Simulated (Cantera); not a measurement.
Charge: 1 mol Na2SO4, 0.074 mol H2O.

Equilibrium computed with Cantera from the NASA thermochemical tables; the gas is ideal and each condensed phase is pure. Candidate condensed phases: H2O, H2SO4, Na, NaOH, NaO2, Na2O, Na2O2, Na2S, Na2SO4, S; 27 gas species. Equilibrium is a limit: real reactors are often held back by kinetics, nucleation or transport.

Stable condensed phases, one row left out:

```
T in K \ P in Pa
              10      68     460    3200   22000  150000 1000000
   1900        A       A       A       A       B       B       B
   1850        A       A       A       B       B       B       B
   1800        A       A       A       B       B       B       B
   1750        A       A       A       B       B       B       B
   1650        A       A       B       B       B       B       B
   1600        A       A       B       B       B       B       B
   1550        A       B       B       B       B       B       B
   1500        A       B       B       B       B       B       B
   1450        A       B       B       B       B       B       B
   1400        B       B       B       B       B       B       B
   1350        B       B       B       B       B       B       B
   1300        B       B       B       B       B       B       B
```

A: gas only; B: Na2SO4.

Task: Give the row for 1700 K.

Result: 10: gas only; 68: gas only; 460: Na2SO4; 3200: Na2SO4; 22000: Na2SO4; 150000: Na2SO4; 1000000: Na2SO4.
